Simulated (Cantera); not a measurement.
Cantera run:

```python
import numpy as np
import cantera as ct

gas_names = """
    CL CL2 H HCL H2 Si SiCL SiCL2 SiCL3 SiCL4 SiH SiHCL3 SiH2 SiH2CL2 SiH3 SiH3CL SiH4 Si2 Si3
""".split()
cond_names = """
    Si(cr) Si(L)
""".split()


def load(file, names, dense=False):
    # The tables refer to 1 bar. Condensed volumes are neglected.
    table = {s.name: s for s in ct.Species.list_from_file(file)}
    out = []
    for n in names:
        d = dict(table[n].input_data)
        d["thermo"] = dict(d["thermo"], **{"reference-pressure": 1e5})
        if dense:
            d["equation-of-state"] = {"model": "constant-volume", "density": "1e6 g/cm^3"}
        out.append(ct.Species.from_dict(d))
    return out


gas = ct.Solution(thermo="ideal-gas", species=load("nasa_gas.yaml", gas_names))
cond = {s.name: ct.Solution(thermo="fixed-stoichiometry", species=[s], name=s.name)
        for s in load("nasa_condensed.yaml", cond_names, dense=True)}
atoms = {
    'SiHCl3': {'Si': 1, 'H': 1, 'CL': 3},
    'HCl': {'H': 1, 'CL': 1},
    'H2': {'H': 2},
}
top_T = {}  # K; cautious upper limits of use, not melting points


def equilibrate(T, P, feed):
    n = {}
    for name, mol in feed.items():
        for a, k in atoms[name].items():
            n[a] = n.get(a, 0.0) + k * mol
    gas.TPX = T, P, n
    mass = sum(n.values()) * gas.mean_molecular_weight
    gas.equilibrate("TP")
    valid = [c for c in cond.values() if c.min_temp <= T <= top_T.get(c.name, c.max_temp)]
    mix = ct.Mixture([(gas, mass / gas.mean_molecular_weight)] + [(c, 0.0) for c in valid])
    mix.T, mix.P = T, P
    mix.equilibrate("TP", solver="vcs", rtol=1e-11, max_steps=5000)
    return mix


results = []
T = 1000  # K
P = 7800  # Pa
for m in [0.43, 0.81, 1.2, 1.6, 2, 2.4, 2.7]:
    feed = {'SiHCl3': 1, 'HCl': m, 'H2': 56}  # mol
    mix = equilibrate(T, P, feed)
    results.append((T, P, feed, dict(zip(mix.species_names, mix.species_moles))))
    x = sorted(zip(gas.X, gas.species_names), reverse=True)
    print(f"T = {T:g} K  P = {P:g} Pa  n(HCl) = {m:g} mol  gas = {mix.phase_moles(0):.4g} mol")
    print("   x: " + "  ".join(f"{s} {v:.3e}" for v, s in x if v > 1e-05))
    print("   condensed (mol): " + ("  ".join(f"{mix.phase(i).name} {mix.phase_moles(i):.4g}"
          for i in range(1, mix.n_phases) if mix.phase_moles(i) > 1e-12) or "none"))
```

Result:

```
T = 1000 K  P = 7800 Pa  n(HCl) = 0.43 mol  gas = 57.68 mol
   x: H2 9.746e-01  HCL 1.201e-02  SiCL4 7.964e-03  SiHCL3 4.556e-03  SiCL3 2.875e-04  SiH2CL2 2.812e-04  SiCL2 2.513e-04
   condensed (mol): Si(cr) 0.2302
T = 1000 K  P = 7800 Pa  n(HCl) = 0.81 mol  gas = 57.97 mol
   x: H2 9.727e-01  HCL 1.238e-02  SiCL4 9.055e-03  SiHCL3 5.011e-03  SiCL3 3.165e-04  SiH2CL2 2.992e-04  SiCL2 2.680e-04
   condensed (mol): Si(cr) 0.1331
T = 1000 K  P = 7800 Pa  n(HCl) = 1.2 mol  gas = 58.26 mol
   x: H2 9.707e-01  HCL 1.274e-02  SiCL4 1.018e-02  SiHCL3 5.465e-03  SiCL3 3.455e-04  SiH2CL2 3.165e-04  SiCL2 2.841e-04
   condensed (mol): Si(cr) 0.0332
T = 1000 K  P = 7800 Pa  n(HCl) = 1.6 mol  gas = 58.62 mol
   x: H2 9.667e-01  HCL 1.621e-02  SiCL4 1.150e-02  SiHCL3 4.832e-03  SiCL3 3.061e-04  SiH2CL2 2.190e-04  SiCL2 1.974e-04
   condensed (mol): none
T = 1000 K  P = 7800 Pa  n(HCl) = 2 mol  gas = 59.01 mol
   x: H2 9.614e-01  HCL 2.163e-02  SiCL4 1.252e-02  SiHCL3 3.922e-03  SiCL3 2.492e-04  SiH2CL2 1.325e-04  SiCL2 1.201e-04
   condensed (mol): none
T = 1000 K  P = 7800 Pa  n(HCl) = 2.4 mol  gas = 59.41 mol
   x: H2 9.558e-01  HCL 2.736e-02  SiCL4 1.321e-02  SiHCL3 3.252e-03  SiCL3 2.072e-04  SiH2CL2 8.636e-05  SiCL2 7.872e-05
   condensed (mol): none
T = 1000 K  P = 7800 Pa  n(HCl) = 2.7 mol  gas = 59.71 mol
   x: H2 9.515e-01  HCL 3.177e-02  SiCL4 1.357e-02  SiHCL3 2.865e-03  SiCL3 1.829e-04  SiH2CL2 6.522e-05  SiCL2 5.972e-05
   condensed (mol): none
```

Method: chemical equilibrium by Gibbs-energy minimisation in Cantera with the NASA 1993 tables (ideal gas, pure condensed phases). The tables' values for SiCl3 are old estimates; treat these amounts as uncertain.
